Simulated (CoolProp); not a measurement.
A single-stage vapour-compression cycle with the fluid: evaporating at 211.15 K (dew point), condensing at 278.15 K (bubble point), superheat 2 K, subcooling 8 K, compressor efficiency 0.7, no pressure losses. The same conditions are run with several fluids, on thermodynamics alone (safety and materials aside).

Model: reference Helmholtz-energy equation of state of each fluid (ammonia: Gao 2020; carbonyl sulfide: Lemmon 2006; CH2F2 (R32): Tillner-Roth 1997; propylene: Lemmon 2013; C3F8 (R218): Lemmon 2006), in CoolProp.

Problem. Rank ammonia, carbonyl sulfide, CH2F2 (R32), propylene, C3F8 (R218) by cooling COP, highest first.

Solution. propylene (1.76), carbonyl sulfide (1.74), CH2F2 (R32) (1.68), ammonia (1.63), C3F8 (R218) (1.45)

```csv
fluid,pressure ratio,discharge temperature (K),refrigerating effect (kJ/kg),volumetric capacity (kJ/m³)
ammonia,27.0,540.9,1190,221
carbonyl sulfide,13.3,420.3,246,481
CH2F2 (R32),16.4,423.5,298,522
propylene,13.5,345.5,323,392
C3F8 (R218),17.7,278.3,56.8,169
```
